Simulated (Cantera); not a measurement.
What does this Cantera script print?

```python
import numpy as np
import cantera as ct

gas_names = """
    C CO CO2 C2 C2O C3 C3O2 C4 C5 Mg MgO Mg2 O O2 O3
""".split()
cond_names = """
    C(gr) Mg(cr) Mg(L) MgCO3(s) MgO(s) MgO(L)
""".split()


def load(file, names, dense=False):
    # The tables refer to 1 bar. Condensed volumes are neglected.
    table = {s.name: s for s in ct.Species.list_from_file(file)}
    out = []
    for n in names:
        d = dict(table[n].input_data)
        d["thermo"] = dict(d["thermo"], **{"reference-pressure": 1e5})
        if dense:
            d["equation-of-state"] = {"model": "constant-volume", "density": "1e6 g/cm^3"}
        out.append(ct.Species.from_dict(d))
    return out


gas = ct.Solution(thermo="ideal-gas", species=load("nasa_gas.yaml", gas_names))
cond = {s.name: ct.Solution(thermo="fixed-stoichiometry", species=[s], name=s.name)
        for s in load("nasa_condensed.yaml", cond_names, dense=True)}
atoms = {
    'MgO': {'Mg': 1, 'O': 1},
    'O2': {'O': 2},
    'CO2': {'C': 1, 'O': 2},
}
top_T = {'C(gr)': 4500}  # K; cautious upper limits of use, not melting points


def equilibrate(T, P, feed):
    n = {}
    for name, mol in feed.items():
        for a, k in atoms[name].items():
            n[a] = n.get(a, 0.0) + k * mol
    gas.TPX = T, P, n
    mass = sum(n.values()) * gas.mean_molecular_weight
    gas.equilibrate("TP")
    valid = [c for c in cond.values() if c.min_temp <= T <= top_T.get(c.name, c.max_temp)]
    mix = ct.Mixture([(gas, mass / gas.mean_molecular_weight)] + [(c, 0.0) for c in valid])
    mix.T, mix.P = T, P
    mix.equilibrate("TP", solver="vcs", rtol=1e-11, max_steps=5000)
    return mix


results = []
feed = {'MgO': 1, 'O2': 1.2, 'CO2': 0.51}  # mol
T = 1873  # K
P = 101325  # Pa
mix = equilibrate(T, P, feed)
results.append((T, P, feed, dict(zip(mix.species_names, mix.species_moles))))
print(gas.report(threshold=0.001))
for i in range(1, mix.n_phases):
    print(f"{mix.phase(i).name:16s} {mix.phase_moles(i):12.5e} mol")
```

Result:

```
       temperature   1873 K
          pressure   1.0132e+05 Pa
           density   0.23146 kg/m^3
  mean mol. weight   35.574 kg/kmol
   phase of matter   gas

                          1 kg             1 kmol
                     ---------------   ---------------
          enthalpy       -1.5218e+06       -5.4137e+07  J
   internal energy       -1.9596e+06        -6.971e+07  J
           entropy            7951.2        2.8286e+05  J/K
    Gibbs function       -1.6414e+07       -5.8393e+08  J
 heat capacity c_p            1243.4             44233  J/K
 heat capacity c_v            1009.7             35918  J/K

                      mass frac. Y      mole frac. X     chem. pot. / RT
                     ---------------   ---------------   ---------------
               CO2           0.36871           0.29804           -57.805
                O2           0.63108           0.70161           -28.874
     [  +13 minor]        0.00020685        0.00034703

C(gr)             0.00000e+00 mol
Mg(L)             0.00000e+00 mol
MgO(s)            1.00000e+00 mol
```

These are equilibrium values from Cantera (NASA tables, ideal gas, pure condensed phases), not measurements of a reactor.
